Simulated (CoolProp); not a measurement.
Isopentane along the isobar 0.326 MPa: density (kg/m³) from the reference equation and from simpler models built on Tc = 187.2 °C, pc = 3.378 MPa, ω = 0.227; each cubic takes its own stable root.

Model: reference Helmholtz-energy equation of state, Lemmon 2006, in CoolProp. It is a short technical equation, of lower accuracy than the large ones.

```tsv
T (°C)	phase	reference	Redlich-Kwong	Soave-Redlich-Kwong
-19.65	liquid	658.7	[?]	612.9
-11.25	liquid	650.8	[?]	[?]
-2.85	liquid	642.8	584.2	598.7
5.55	liquid	634.7	575.9	591.1
14.05	liquid	626.3	567.1	583.1
22.45	liquid	617.9	558.1	574.9
30.85	liquid	609.3	[?]	566.3
39.25	liquid	600.5	539.0	557.2
47.65	liquid	591.4	528.9	547.7
56.05	liquid	582.1	[?]	[?]
64.45	liquid	572.4	9.148	527.0
72.85	gas	[?]	8.868	8.934
81.25	gas	8.721	8.608	8.664
```

Q: What belongs in the gaps?

A: 
- -19.65, Redlich-Kwong: 600.0
- -11.25, Redlich-Kwong: 592.2
- -11.25, Soave-Redlich-Kwong: 605.9
- 30.85, Redlich-Kwong: 548.8
- 56.05, Redlich-Kwong: 9.449
- 56.05, Soave-Redlich-Kwong: 537.6
- 72.85, reference: 9.011

At some of these states Redlich-Kwong gives the other phase, because its saturation line lies elsewhere.
